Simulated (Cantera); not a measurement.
Input: 1 mol n-butane, 0.55 mol H₂O, equilibrated at 2275 K and 0.0170 bar.

These are equilibrium values from Cantera (NASA tables, ideal gas, pure condensed phases), not measurements of a reactor. Candidate condensed phases: C, C₆H₆, C₇H₈, C₈H₁₈, H₂O; 110 gas species. The numbers say what is thermodynamically allowed, not how fast it happens.

Base state: H₂ 0.849, CO 0.0875, H 0.0600, C₂H₂ (acetylene) 0.00323 (mole fractions); condensed: C(graphite).

**Question.** What changes in the equilibrium state with this change: H₂O from 0.55 to 1.1 mol?

**Answer.** 
| species | before | after |
|---|---|---|
| H₂ | 0.849 | 0.791 |
| CO | 0.0875 | 0.148 |
| H | 0.0600 | 0.0579 |
| C₂H₂ (acetylene) | 0.00323 | 0.00301 |
| C(graphite), mol | 3.41 | 2.85 |
